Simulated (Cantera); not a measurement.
Mixture: 4.79 % CH4, 20.0 % O2, 75.2 % N2, equivalence ratio 0.48, at 3.60 bar, adiabatic and at constant volume. Ignition delay is the time to a rise of 400 K.

Cantera simulation using GRI-Mech 3.0 (53 species, 325 reactions); the numbers are that mechanism's predictions, not measurements.

Task: Predict: delay at 1175 K; delay at 1225 K; delay at 1275 K; delay at 1325 K; delay at 1375 K; delay at 1425 K; delay at 1475 K; apparent activation energy between 1375 and 1475 K.

Result: 
```json
{
 "delay at 1175 K": "13.2 ms",
 "delay at 1225 K": "6.79 ms",
 "delay at 1275 K": "3.62 ms",
 "delay at 1325 K": "1.99 ms",
 "delay at 1375 K": "1.13 ms",
 "delay at 1425 K": "0.665 ms",
 "delay at 1475 K": "0.404 ms",
 "apparent activation energy between 1375 and 1475 K": "170 kJ/mol"
}
```
